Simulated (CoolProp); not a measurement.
Properties of R236EA along the isotherm -22.85 °C.

Values from CoolProp's reference Helmholtz-energy equation of state, Rui 2013.

```
p (MPa)   phase        Z  cv (kJ/(kg K))  viscosity (µPa s)  conductivity (mW/(m K))  fugacity coefficient
-------  ------  -------  --------------  -----------------  -----------------------  --------------------
0.545    liquid  0.02537          0.8655                838                     98.9               0.04846
1.09     liquid  0.05070          0.8659                846                     99.2               0.02485
1.64     liquid  0.07623          0.8662                855                     99.4               0.01694
2.18     liquid   0.1012          0.8665                863                     99.7               0.01307
2.73     liquid   0.1267          0.8669                871                     99.9               0.01071
3.27     liquid   0.1516          0.8672                880                      100              0.009166
3.82     liquid   0.1770          0.8675                889                      100              0.008049
4.36     liquid   0.2019          0.8678                897                      101              0.007231
4.91     liquid   0.2272          0.8682                906                      101              0.006586
5.45     liquid   0.2520          0.8685                915                      101              0.006084
6        liquid   0.2772          0.8688                924                      101              0.005668
```

Viscosity comes from a separate model (Huber 2003), an estimate that may be off by 10 % or more. Thermal conductivity comes from a separate model (Huber 2003), an estimate that may be off by 10 % or more.
